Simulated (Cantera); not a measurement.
Cantera run, input and output.

```python
import numpy as np
import cantera as ct

gas = ct.Solution("gri30.yaml")
gas.TPX = 1250, 100000, {'CH4': 1, 'C2H6': 0.046, 'O2': 2.51, 'N2': 20.4}
reactor = ct.IdealGasConstPressureReactor(gas, energy="on", clone=False)
net = ct.ReactorNet([reactor])
net.rtol, net.atol = 1e-08, 1e-16
show = ['CH4', 'C2H6', 'O2', 'NO', 'HCO', 'H2O']
times = np.geomspace(3e-06, 0.4, 11)

steps = ct.SolutionArray(gas, extra=["t"])
rows = []
print(f"{'t/s':>10s}{'T/K':>9s}{'P/Pa':>11s}" + "".join(f"{s:>11s}" for s in show))
for t in times:
    while net.time < t:
        t_next = net.step()
        steps.append(gas.state, t=t_next)
    rows.append([np.interp(t, steps.t, y) for y in (steps.T, steps.P, *steps(*show).X.T)])
    print(f"{t:10.3e}{rows[-1][0]:9.1f}{rows[-1][1]:11.4g}" + "".join(f"{x:11.3e}" for x in rows[-1][2:]))
rate = np.gradient(steps.T, steps.t)
print("integrator steps:", len(steps.t))
if steps.T.max() > steps.T[0] + 200:
    print(f"time of steepest temperature rise: {steps.t[rate.argmax()]:.4e} s")
gas.TPX = 1250, 100000, {'CH4': 1, 'C2H6': 0.046, 'O2': 2.51, 'N2': 20.4}
gas.equilibrate("HP")
print(f"equilibrium (HP): T = {gas.T:.1f} K  " + "  ".join(f"{s} {gas[s].X[0]:.3e}" for s in show))
```

Result:

```
       t/s      T/K       P/Pa        CH4       C2H6         O2         NO        HCO        H2O
 3.000e-06   1250.0      1e+05  4.174e-02  1.920e-03  1.048e-01  1.906e-21  4.023e-17  5.119e-11
 9.764e-06   1250.0      1e+05  4.174e-02  1.920e-03  1.048e-01  3.049e-20  4.618e-16  7.279e-10
 3.178e-05   1250.0      1e+05  4.174e-02  1.920e-03  1.048e-01  3.557e-19  5.314e-15  8.300e-09
 1.034e-04   1250.0      1e+05  4.174e-02  1.919e-03  1.048e-01  3.964e-18  6.859e-14  9.245e-08
 3.366e-04   1250.0      1e+05  4.174e-02  1.917e-03  1.048e-01  4.743e-17  1.243e-12  1.131e-06
 1.095e-03   1250.0      1e+05  4.172e-02  1.908e-03  1.048e-01  7.824e-16  4.024e-11  1.788e-05
 3.565e-03   1250.8      1e+05  4.154e-02  1.882e-03  1.046e-01  1.031e-14  5.785e-10  1.783e-04
 1.160e-02   1262.6      1e+05  3.938e-02  1.743e-03  1.029e-01  4.028e-13  1.978e-08  2.233e-03
 3.776e-02   2180.3      1e+05  9.315e-20  3.290e-37  1.502e-02  2.688e-04  6.235e-11  8.707e-02
 1.229e-01   2178.9      1e+05  9.447e-20  3.295e-37  1.470e-02  9.298e-04  6.211e-11  8.708e-02
 4.000e-01   2176.1      1e+05  9.702e-20  3.401e-37  1.406e-02  2.252e-03  6.168e-11  8.711e-02
integrator steps: 2144
time of steepest temperature rise: 1.5111e-02 s
equilibrium (HP): T = 2174.1 K  CH4 1.420e-19  C2H6 5.662e-37  O2 1.362e-02  NO 3.154e-03  HCO 6.143e-11  H2O 8.712e-02
```

Computed with Cantera and GRI-Mech 3.0 (53 species, 325 reactions).
